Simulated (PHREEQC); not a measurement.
Make-up at 20 °C: 0.15 mol/kgw HF and 0.053 mol/kgw (CH3)4NF. Closed to the air; pH follows from the charge balance.

Equilibrium calculation in PHREEQC: ion-association model, phreeqc.dat.

- pH: 2.51
- ionic strength: 0.0566 mol/kgw
- total alkalinity: -150 meq/kg

```csv
species,molality,activity,log γ
HF,0.128,0.130,0.006
(CH3)4N+,0.0530,0.0429,-0.092
F-,0.0385,0.0309,-0.095
HF2-,0.0181,0.0148,-0.089
H+,0.00360,0.00306,-0.071
```

This is a speciation only: nothing precipitates in the calculation. (CH3)4N+ isn't in the database: it is added as a free cation with an ion size of 4 Å.
